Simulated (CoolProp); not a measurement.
Aqueous potassium acetate as a coolant, 37 % by mass, freezing at -35.9 °C, 1 atm.

The numbers come from the Melinder's fits for secondary coolants in CoolProp.

| T (°C) | density (kg/m³) | Prandtl number | conductivity (W/(m K)) | cp (kJ/(kg K)) |
|---|---|---|---|---|
| -29.6 | 1217 | 177 | 0.422 | 2.921 |
| -23.5 | 1215 | 120 | 0.429 | 2.935 |
| -17.4 | 1213 | 83.9 | 0.436 | 2.950 |
| -11.3 | 1211 | 61.2 | 0.443 | 2.964 |
| -5.2 | 1209 | 46.1 | 0.450 | 2.978 |
| 0.9 | 1206 | 35.9 | 0.457 | 2.992 |
| 7 | 1204 | 28.6 | 0.464 | 3.006 |
| 13.1 | 1201 | 23.4 | 0.471 | 3.021 |
| 19.2 | 1198 | 19.5 | 0.478 | 3.036 |
| 25.3 | 1195 | 16.5 | 0.485 | 3.051 |
| 31.4 | 1192 | 14.2 | 0.492 | 3.067 |
| 37.5 | 1189 | 12.2 | 0.499 | 3.084 |
